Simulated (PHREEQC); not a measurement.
PHREEQC input (ion-association model, wateq4f.dat):

```
SOLUTION_MASTER_SPECIES
  An  An-  0  An  62.0  # stands for a non-complexing anion
SOLUTION_SPECIES
  An- = An-
    -log_k 0
    -gamma 3.0 0
PHASES
  Fix_H+
    H+ = H+
    -log_k 0
SOLUTION 1
  temp 25
  units mmol/kgw
  pH 7 charge
  S(6) 0.018
  Ag 0.036
  Na 300
  An 300
END
SELECTED_OUTPUT 1
  -reset false
  -pH true
  -pe true
  -ionic_strength true
  -water true
  -totals Ag Na S S(-2) S(6)
  -molalities Hfo_wOH Hfo_wOH2+ Hfo_wO- Hfo_sOH Hfo_sOH2+ Hfo_sO- Hfo_sOAg Hfo_wOAg Hfo_wSO4- Hfo_wOHSO4-2
  -saturation_indices Ag2O Ag2SO4 Mirabilite
USER_PUNCH 1
  -headings sigma psi
  10 PUNCH EDL("sigma", "Hfo"), EDL("psi", "Hfo")
PRINT
  -reset false
USE solution 1
SURFACE 1
  Hfo_wOH 0.00651685 600 2.9
  Hfo_sOH 0.000162921
EQUILIBRIUM_PHASES 1
  Fix_H+ -3 HAn 10
    -force_equality true
  O2(g) -0.68 10
END
# ... the last block is repeated for the other 12 points of pH, with NaOH or the acid as the point needs
```

Selected output (columns that matter, 13 of 13 rows; pH added in front):

```
pH	mu	Ag	Na	S	m_Hfo_wOH	m_Hfo_wOH2+	m_Hfo_wO-	m_Hfo_sOH	m_Hfo_sOH2+	m_Hfo_sO-	si_Ag2O	si_Mirabilite	sigma	psi
3	0.30462	3.5999e-05	0.3	2.9108e-07	4.2979e-05	0.0064562	6.5543e-09	1.0774e-06	0.00016184	1.643e-10	-15.742	-7.5462	0.36601	0.12501
3.5	0.30369	3.5995e-05	0.3	2.962e-07	0.00013085	0.0063682	6.159e-08	3.28e-06	0.00015963	1.5439e-09	-14.742	-7.5306	0.36099	0.12439
4	0.30329	3.5953e-05	0.3	3.2977e-07	0.00036956	0.0061291	5.1047e-07	9.2614e-06	0.0001536	1.2793e-08	-13.742	-7.4813	0.3473	0.12247
4.5	0.30294	3.5644e-05	0.3	4.3463e-07	0.00089412	0.0056019	3.2693e-06	2.2365e-05	0.00014012	8.1776e-08	-12.75	-7.3604	0.31704	0.1179
5	0.30246	3.3946e-05	0.3	7.3919e-07	0.001731	0.0047541	1.4438e-05	4.2848e-05	0.00011768	3.574e-07	-11.792	-7.1292	0.26799	0.10951
5.5	0.30192	2.7967e-05	0.3	1.6245e-06	0.0026965	0.0037595	4.4308e-05	6.4288e-05	8.9631e-05	1.0563e-06	-10.96	-6.7867	0.2095	0.097351
6	0.3014	1.699e-05	0.3	4.0971e-06	0.0035699	0.0028297	0.00010317	7.9127e-05	6.272e-05	2.2869e-06	-10.393	-6.3846	0.15323	0.082281
6.5	0.30096	7.3142e-06	0.3	9.2679e-06	0.004237	0.0020723	0.00019845	8.763e-05	4.2861e-05	4.1044e-06	-10.125	-6.0297	0.1052	0.065107
7	0.30061	2.5351e-06	0.3	1.4713e-05	0.0046747	0.0015061	0.00033239	9.3227e-05	3.0036e-05	6.6289e-06	-10.046	-5.8287	0.066047	0.046254
7.5	0.30031	8.1298e-07	0.3	1.7203e-05	0.0049119	0.0011023	0.00050143	9.6644e-05	2.1688e-05	9.8659e-06	-10.034	-5.7606	0.033892	0.025967
8	0.30006	2.5769e-07	0.3	1.7843e-05	0.0049992	0.00081098	0.00070599	9.7935e-05	1.5887e-05	1.383e-05	-10.031	-5.7446	0.0059196	0.0047263
8.5	0.30024	8.2553e-08	0.30042	1.7971e-05	0.0049665	0.00058679	0.00096298	9.7161e-05	1.148e-05	1.8839e-05	-10.02	-5.7405	-0.021273	-0.016708
9	0.30052	2.7061e-08	0.30097	1.7994e-05	0.0048029	0.00040345	0.0013099	9.392e-05	7.8893e-06	2.5614e-05	-9.9896	-5.7388	-0.051251	-0.037521
```

Species that the database lacks are ignored. The oxide is taken as insoluble; below pH 4 it would dissolve.
